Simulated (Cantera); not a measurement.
A closed system holds: 1 mol CH3SiH3, 0.86 mol C3H8, 210 mol H2, at 3.00 mbar.

These are equilibrium values from Cantera (NASA tables, ideal gas, pure condensed phases), not measurements of a reactor. Candidate condensed phases: C, C6H6, C7H8, C8H18, Si, SiC; 87 gas species. The feed counts by its element totals alone. The numbers say what is thermodynamically allowed, not how fast it happens. All values below are at 1000 °C.

Base state: H2 1.000, CH4 2.82e-5, H 1.30e-5 (mole fractions); condensed: C(graphite) + SiC(s).

What changes in the equilibrium state with this change: CH3SiH3 replaced by SiH2Cl2?


| species | before | after |
|---|---|---|
| H2 | 1.000 | 0.991 |
| HCl | 0 | 0.00928 |
| CH4 | 2.82e-5 | 2.77e-5 |
| H | 1.30e-5 | 1.30e-5 |
| C(graphite), mol | 2.57 | 1.57 |
| SiC(s), mol | 1.00 | 1.000 |
